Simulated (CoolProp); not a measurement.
Saturation properties of R123 (Tc = 183.7 °C, pc = 36.62 bar, ω = 0.282).

Computed with CoolProp (reference Helmholtz-energy equation of state, Younglove 1994). It is a modified Benedict-Webb-Rubin equation, recast in Helmholtz form.

```csv
T (°C),p (bar),vapour density (kg/m³),enthalpy of vaporisation (kJ/kg),liquid cp (kJ/(kg K)),liquid viscosity (µPa s),vapour viscosity (µPa s)
85.15,5.556,33.12,142.7,1.110,219,12.8
89.15,6.118,36.47,140.5,1.118,210,13.0
93.15,6.721,40.09,138.1,1.127,202,13.1
97.15,7.367,44.01,135.8,1.136,194,13.3
101.15,8.059,48.25,133.3,1.146,186,13.4
105.15,8.798,52.84,130.8,1.157,179,13.6
109.15,9.586,57.81,128.1,1.169,171,13.8
113.05,10.40,63.05,125.5,1.182,165,13.9
117.05,11.30,68.87,122.7,1.196,158,14.1
121.05,12.24,75.18,119.7,1.211,152,14.3
125.05,13.25,82.04,116.7,1.229,146,14.6
129.05,14.32,89.51,113.5,1.249,139,14.8
```

It boils at 27.8 °C under 1 atm.

Viscosity comes from a separate model (Tanaka 1996).
